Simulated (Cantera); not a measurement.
A Cantera script and what it prints.

```python
import numpy as np
import cantera as ct

gas_names = """
    H HNO HNO2 HNO3 HO2 H2 H2O H2O2 N NH NH2 NH3 NH2OH NO NO2 NO3 N2 N2H2 N2H4 N2O O OH O2 O3 Si SiH
    SiH2 SiH3 SiH4 SiN SiO SiO2 Si2 Si2N Si3
""".split()
cond_names = """
    H2O(s) H2O(L) Si(cr) Si(L) SiO2(Lqz) SiO2(hqz) SiO2(L) Si2N2O(s) Si3N4(a)
""".split()


# ... load() reads the species with a 1 bar reference pressure and builds the phases ...
atoms = {
    'Si3N4': {'Si': 3, 'N': 4},
    'N2O': {'N': 2, 'O': 1},
    'H2': {'H': 2},
}
top_T = {'Si2N2O(s)': 2100, 'Si3N4(a)': 2400}  # K; cautious upper limits of use, not melting points


# ... equilibrate(T, P, feed) seeds the gas with the atoms and calls Mixture.equilibrate('TP', solver="vcs", rtol=1e-11, max_steps=5000) ...
results = []
feed = {'Si3N4': 1, 'N2O': 1.2, 'H2': 950}  # mol
for P in [0.1, 1, 10, 100, 1000, 10000, 100000, 1000000]:
    for T in [1623, 1673, 1723, 1773, 1823, 1873, 1923, 1973, 2023, 2073, 2123, 2173]:
        mix = equilibrate(T, P, feed)
        results.append((T, P, feed, dict(zip(mix.species_names, mix.species_moles))))

for T, P, feed, n in results:
    print(f"{T:7g} {P:10.4g}  " + (" + ".join(c for c in cond_names if n.get(c, 0) > 1e-12) or "gas only"))
```

Result:

```
   1623        0.1  gas only
   1673        0.1  gas only
   1723        0.1  gas only
   1773        0.1  gas only
   1823        0.1  gas only
   1873        0.1  gas only
   1923        0.1  gas only
   1973        0.1  gas only
   2023        0.1  gas only
   2073        0.1  gas only
   2123        0.1  gas only
   2173        0.1  gas only
   1623          1  gas only
   1673          1  gas only
   1723          1  gas only
   1773          1  gas only
   1823          1  gas only
   1873          1  gas only
   1923          1  gas only
   1973          1  gas only
   2023          1  gas only
   2073          1  gas only
   2123          1  gas only
   2173          1  gas only
   1623         10  Si(cr)
   1673         10  gas only
   1723         10  gas only
   1773         10  gas only
   1823         10  gas only
   1873         10  gas only
   1923         10  gas only
   1973         10  gas only
   2023         10  gas only
   2073         10  gas only
   2123         10  gas only
   2173         10  gas only
   1623        100  Si(cr)
   1673        100  Si(cr)
   1723        100  Si(L)
   1773        100  gas only
   1823        100  gas only
   1873        100  gas only
   1923        100  gas only
   1973        100  gas only
   2023        100  gas only
   2073        100  gas only
   2123        100  gas only
   2173        100  gas only
   1623       1000  Si(cr)
   1673       1000  Si(cr)
   1723       1000  Si(L)
   1773       1000  Si(L)
   1823       1000  Si(L)
   1873       1000  Si(L)
   1923       1000  gas only
   1973       1000  gas only
   2023       1000  gas only
   2073       1000  gas only
   2123       1000  gas only
   2173       1000  gas only
   1623      1e+04  Si(cr) + Si2N2O(s)
   1673      1e+04  Si(cr) + Si2N2O(s)
   1723      1e+04  Si(L)
   1773      1e+04  Si(L)
   1823      1e+04  Si(L)
   1873      1e+04  Si(L)
   1923      1e+04  Si(L)
   1973      1e+04  Si(L)
   2023      1e+04  Si(L)
   2073      1e+04  Si(L)
   2123      1e+04  gas only
   2173      1e+04  gas only
   1623      1e+05  Si2N2O(s) + Si3N4(a)
   1673      1e+05  Si2N2O(s) + Si3N4(a)
   1723      1e+05  Si(L) + Si2N2O(s)
   1773      1e+05  Si(L) + Si2N2O(s)
   1823      1e+05  Si(L)
   1873      1e+05  Si(L)
   1923      1e+05  Si(L)
   1973      1e+05  Si(L)
   2023      1e+05  Si(L)
   2073      1e+05  Si(L)
   2123      1e+05  Si(L)
   2173      1e+05  Si(L)
   1623      1e+06  Si2N2O(s) + Si3N4(a)
   1673      1e+06  Si2N2O(s) + Si3N4(a)
   1723      1e+06  Si2N2O(s) + Si3N4(a)
   1773      1e+06  Si2N2O(s) + Si3N4(a)
   1823      1e+06  Si2N2O(s) + Si3N4(a)
   1873      1e+06  Si(L) + Si2N2O(s)
   1923      1e+06  Si(L) + Si2N2O(s)
   1973      1e+06  Si(L)
   2023      1e+06  Si(L)
   2073      1e+06  Si(L)
   2123      1e+06  Si(L)
   2173      1e+06  Si(L)
```

These are equilibrium values from Cantera (NASA tables, ideal gas, pure condensed phases), not measurements of a reactor. Mutual solubility and eutectic melting of coexisting phases are not modelled.
